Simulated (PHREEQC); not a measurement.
Make-up at 5.8 °C: 27 mmol/kgw CaCl2, 1.8 mmol/kgw SrCl2 and 12 mmol/kgw KBr. Closed to the air; pH follows from the charge balance.

Computed with PHREEQC (Pitzer model, pitzer.dat).

```json
{
 "ionic_strength": "0.0984 mol/kgw",
 "specific_conductance": "4570 µS/cm",
 "density": "1.004 g/cm³",
 "osmotic_coefficient": "0.887"
}
```

```csv
species,molality,activity,log γ
Cl-,0.0576,0.0444,-0.113
Ca+2,0.0270,0.0109,-0.394
Br-,0.0120,0.00931,-0.110
K+,0.0120,0.00936,-0.108
Sr+2,0.00180,0.000733,-0.390
OH-,6.06e-8,4.09e-8,-0.171
H+,6.06e-8,4.91e-8,-0.091
```

Precipitation was switched off in this run. Constants without temperature data keep their 25 °C values here.
